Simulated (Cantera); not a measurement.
**Thermodynamics of silicon carbide growth, feed SiHCl3 + C2H2 + H2**

Charge: 1 mol SiHCl3, 0.081 mol C2H2, 4.7 mol H2, equilibrated at 0.100 bar.

These are equilibrium values from Cantera (NASA tables, ideal gas, pure condensed phases), not measurements of a reactor. Candidate condensed phases: C, C6H6, C7H8, C8H18, Si, SiC; 109 gas species. The tables' values for SiCl3, SiCl are old estimates; treat these amounts as uncertain. Gases not in the tables: Si2H6 and higher silanes. Equilibrium is a limit: real reactors are often held back by kinetics, nucleation or transport.

From 1825 K to 2125 K the condensed part is SiC(s). The main Si-bearing gas is SiCl2 throughout.

```tsv
T (K)	log p H2	log p HCl	log p SiCl2	log p H	log p SiCl3	log p SiCl	n SiC(s)
1825	-1.17	-1.72	-1.92	-3.94	-3.40	-4.73	0.162
1875	-1.17	-1.72	-1.92	-3.77	-3.49	-4.53	0.162
1925	-1.17	-1.72	-1.92	-3.60	-3.57	-4.33	0.162
1975	-1.17	-1.71	-1.92	-3.45	-3.65	-4.15	0.162
2025	-1.17	-1.71	-1.92	-3.30	-3.73	-3.98	0.162
2075	-1.17	-1.71	-1.93	-3.16	-3.80	-3.81	0.162
2125	-1.17	-1.71	-1.93	-3.03	-3.87	-3.67	0.161
```
log p: log10 of the partial pressure in bar; n: condensed amount in mol.
